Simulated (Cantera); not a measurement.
An isothermal, constant-pressure homogeneous reactor starts with 0.853 % H2, 99.1 % O2, at 1425 K and 20.0 Torr.

Cantera simulation using the H2/O2 subset of GRI-Mech 3.0, which has no nitrogen chemistry; the numbers are that mechanism's predictions, not measurements. Radical loss at walls, strong at low pressure, is not modelled.

x: mole fraction; the columns are a selection and need not sum to one.

| t (s) | x H2 | x O2 | x H | x H2O2 | x O |
|---|---|---|---|---|---|
| 0.000300 | 0.00853 | 0.991 | 3.64e-8 | 1.50e-10 | 4.11e-7 |
| 0.000782 | 0.00851 | 0.991 | 6.03e-7 | 7.69e-10 | 7.89e-6 |
| 0.00204 | 0.00348 | 0.987 | 0.000250 | (withheld) | 0.00361 |
| 0.00531 | 2.83e-5 | 0.983 | 0.000193 | 1.45e-8 | 0.00738 |
| 0.0138 | 2.65e-5 | 0.984 | 0.000176 | 1.42e-8 | 0.00695 |
| 0.0361 | 2.31e-5 | 0.985 | 0.000142 | 1.35e-8 | 0.00600 |
| 0.0940 | 1.66e-5 | 0.987 | 8.56e-5 | (withheld) | 0.00427 |
| 0.245 | 8.51e-6 | 0.989 | 3.08e-5 | (withheld) | 0.00215 |
| 0.638 | 2.82e-6 | 0.991 | 5.78e-6 | (withheld) | 0.000700 |
| 1.66 | 6.80e-7 | 0.991 | 6.77e-7 | (withheld) | 0.000167 |
| 4.34 | 1.53e-7 | 0.991 | 7.24e-8 | 5.76e-10 | 3.75e-5 |
| 11.3 | 4.78e-8 | 0.991 | 1.26e-8 | 2.29e-10 | 1.17e-5 |
| 29.4 | 3.50e-8 | 0.991 | 7.90e-9 | 1.83e-10 | 8.56e-6 |
| 76.7 | 3.48e-8 | 0.991 | 7.85e-9 | 1.83e-10 | 8.52e-6 |
| 200 | 3.48e-8 | 0.991 | 7.85e-9 | 1.83e-10 | 8.52e-6 |

Q: Fill in the missing entries.

A: 
- 0.00204, x H2O2: 3.31e-8
- 0.0940, x H2O2: 1.19e-8
- 0.245, x H2O2: 8.72e-9
- 0.638, x H2O2: 4.74e-9
- 1.66, x H2O2: 1.83e-9
